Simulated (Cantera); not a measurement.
## Premixed flame

A freely propagating, adiabatic, planar premixed flame of CH4 : C2H6 : C3H8 : O2 : N2 = 1 : 1.4 : 0.29 : 6.96 : 26.2 (molar parts), unburnt at 650 K and 0.920 bar; mixture-averaged transport, grid criteria slope 0.08 and curve 0.16, no radiation.

Computed with Cantera and GRI-Mech 3.0 (53 species, 325 reactions). Burning velocities carry a grid error of a few per cent, more on coarse grids.

```csv
z (mm),T (K),u (m/s),x CH4,x C2H6,x C3H8,x CH2CO,x NO2,x H2
-0.913,650,1.61,0.0278,0.0390,0.00808,<1e-8,<1e-8,0.00164
-0.609,652,1.62,0.0277,0.0389,0.00805,1.66e-7,<1e-8,0.00495
-0.457,658,1.65,0.0275,0.0387,0.00802,9.40e-7,1.40e-8,0.00865
-0.304,711,1.80,0.0265,0.0376,0.00788,1.55e-5,1.05e-7,0.0163
-0.152,1083,2.82,0.0213,0.0269,0.00584,0.000322,2.03e-7,0.0294
-0.0761,1490,3.98,0.0147,0.0110,0.00200,0.000923,6.90e-8,0.0362
0,1870,5.09,0.00538,0.000738,5.33e-5,0.000833,1.22e-8,0.0376
0.0761,2052,5.61,0.000763,4.47e-6,5.09e-8,0.000174,<1e-8,0.0325
0.152,2102,5.73,5.82e-5,<1e-8,<1e-8,1.45e-5,<1e-8,0.0285
0.304,2134,5.79,2.57e-7,<1e-8,<1e-8,5.64e-8,<1e-8,0.0274
0.609,2170,5.86,<1e-8,<1e-8,<1e-8,<1e-8,<1e-8,0.0277
1.22,2217,5.97,<1e-8,<1e-8,<1e-8,<1e-8,<1e-8,0.0271
2.44,2274,6.10,<1e-8,<1e-8,<1e-8,<1e-8,<1e-8,0.0258
```
x: mole fraction of selected species; z is measured from the peak of heat release.

- laminar burning velocity = 161 cm/s
- thermal thickness = 0.304 mm
- peak x(CH2CO) = 0.00107
- peak x(H2) = 0.0381
- grid points = 154
